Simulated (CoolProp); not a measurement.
Vapour-liquid equilibrium of n-pentane (1) + cyclohexane (2) at 150 kPa; x and y are mole fractions of (1).

Computed with CoolProp (multi-fluid Helmholtz-energy mixture model, Thol 2019 and Zhou 2014; pair parameters Bell 2016).

```json
[
 {"x": "0.05", "bubble temperature (K)": "(withheld)", "y at the bubble point": "(withheld)", "dew temperature at overall composition x (K)": "(withheld)", "liquid density (mol/L)": "(withheld)"},
 {"x": "0.15", "bubble temperature (K)": "(withheld)", "y at the bubble point": "0.399", "dew temperature at overall composition x (K)": "363.1", "liquid density (mol/L)": "8.436"},
 {"x": "0.25", "bubble temperature (K)": "348.2", "y at the bubble point": "0.558", "dew temperature at overall composition x (K)": "359.9", "liquid density (mol/L)": "8.448"},
 {"x": "0.35", "bubble temperature (K)": "342.8", "y at the bubble point": "0.671", "dew temperature at overall composition x (K)": "356.4", "liquid density (mol/L)": "8.446"},
 {"x": "0.45", "bubble temperature (K)": "338.3", "y at the bubble point": "0.755", "dew temperature at overall composition x (K)": "352.7", "liquid density (mol/L)": "8.436"},
 {"x": "0.55", "bubble temperature (K)": "334.4", "y at the bubble point": "0.820", "dew temperature at overall composition x (K)": "348.5", "liquid density (mol/L)": "8.417"},
 {"x": "0.65", "bubble temperature (K)": "331.0", "y at the bubble point": "0.873", "dew temperature at overall composition x (K)": "343.8", "liquid density (mol/L)": "8.394"},
 {"x": "0.75", "bubble temperature (K)": "327.9", "y at the bubble point": "0.916", "dew temperature at overall composition x (K)": "338.6", "liquid density (mol/L)": "8.366"},
 {"x": "0.85", "bubble temperature (K)": "325.1", "y at the bubble point": "0.953", "dew temperature at overall composition x (K)": "332.5", "liquid density (mol/L)": "(withheld)"},
 {"x": "0.95", "bubble temperature (K)": "322.5", "y at the bubble point": "(withheld)", "dew temperature at overall composition x (K)": "325.3", "liquid density (mol/L)": "8.299"}
]
```

Q: Some entries are withheld; supply them.

A: 
- 0.05, bubble temperature (K): 362.7
- 0.05, y at the bubble point: 0.163
- 0.05, dew temperature at overall composition x (K): 366.1
- 0.05, liquid density (mol/L): 8.406
- 0.15, bubble temperature (K): 354.6
- 0.85, liquid density (mol/L): 8.334
- 0.95, y at the bubble point: 0.985

No azeotrope shows between x = 0.05 and 0.95.

Pair parameters are fitted to limited data, so mixtures are less certain than the pure fluids.
